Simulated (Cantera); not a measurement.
Feed: 1 mol SiO₂, 0.28 mol C, 0.018 mol N₂, at 1.00 bar.

These are equilibrium values from Cantera (NASA tables, ideal gas, pure condensed phases), not measurements of a reactor. Candidate condensed phases: C, Si, SiC, SiO₂, Si₂N₂O, Si₃N₄; 34 gas species. The tables hold silica as quartz up to 1696 K and as liquid above; real silica turns to tridymite and cristobalite and melts near 1996 K. Rates play no part.

Over these rows the condensed part is SiO₂(l). Partial pressures as log10 of bar:

```json
[
 {"T (K)": "2100", "1000/T (1/K)": "0.4762", "log p CO₂": "-4.19", "log p SiO": "-0.31", "log p CO": "-0.31", "log p N₂": "-1.51"},
 {"T (K)": "2150", "1000/T (1/K)": "0.4651", "log p CO₂": "-3.91", "log p SiO": "-0.31", "log p CO": "-0.31", "log p N₂": "-1.51"},
 {"T (K)": "2200", "1000/T (1/K)": "0.4545", "log p CO₂": "-3.64", "log p SiO": "-0.31", "log p CO": "-0.32", "log p N₂": "-1.51"},
 {"T (K)": "2250", "1000/T (1/K)": "0.4444", "log p CO₂": "?", "log p SiO": "-0.31", "log p CO": "-0.32", "log p N₂": "-1.51"},
 {"T (K)": "2300", "1000/T (1/K)": "0.4348", "log p CO₂": "-3.14", "log p SiO": "-0.31", "log p CO": "-0.32", "log p N₂": "-1.51"},
 {"T (K)": "2350", "1000/T (1/K)": "0.4255", "log p CO₂": "-2.90", "log p SiO": "-0.31", "log p CO": "-0.32", "log p N₂": "-1.51"}
]
```

Task: Fit log p(CO₂) = a + b·(1000/T) to the five rows, give the apparent enthalpy, and predict the row at 2250 K.

Result: Means: 1000/T = 0.4512, log p = -3.556. Sxy = -0.044729, Sxx = 0.0017585, so b = -25.44 and a = -3.556 − (-25.44)×0.4512 = 7.92.
Apparent enthalpy: −19.145 × (-25.44) = 487 kJ/mol. With the condensed phases at unit activity, SiO₂(l) + CO(g) = CO₂(g) + SiO(g) links this pressure to the main gases: over the six rows their terms move log p by -0.01 in all, so the slope is close to that reaction's ΔH°. The five rows lie within 0.01 of the line.
Prediction at 2250 K: 7.92 + (-25.44)×0.4444 = -3.39. The computed value is -3.38, 0.01 from the line.
